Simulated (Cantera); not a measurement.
A closed system holds: 1 mol Si₂Cl₆, 37 mol N₂, equilibrated at 1323 K and 0.133 bar.

Equilibrium computed with Cantera from the NASA thermochemical tables; the gas is ideal and each condensed phase is pure. Candidate condensed phases: Si, Si₃N₄; 13 gas species. The feed counts by its element totals alone. N₂ is the only nitrogen source here; it is nearly inert below about 1500 K, so the nitride shown seldom forms there in practice. The tables' values for SiCl₃ are old estimates; treat these amounts as uncertain. Kinetics and transport are ignored.

Base state: N₂ 0.960, SiCl₄ 0.0371, SiCl₃ 0.00231, SiCl₂ 0.000784 (mole fractions); condensed: Si₃N₄(s).

Question: What changes in the equilibrium state with this change: 0.026 mol H₂O added?

Answer: 
```tsv
species	before	after
N₂	0.960	0.959
SiCl₄	0.0371	0.0367
SiCl₃	0.00231	0.00229
HCl	0	0.00135
SiCl₂	0.000784	0.000781
Si₃N₄(s), mol	0.154	0.141
Si₂N₂O(s), mol	0	0.0260
```
Mutual solubility and eutectic melting of coexisting phases are not modelled. Further candidate phases: H₂O, NH₄Cl, SiO₂, Si₂N₂O.
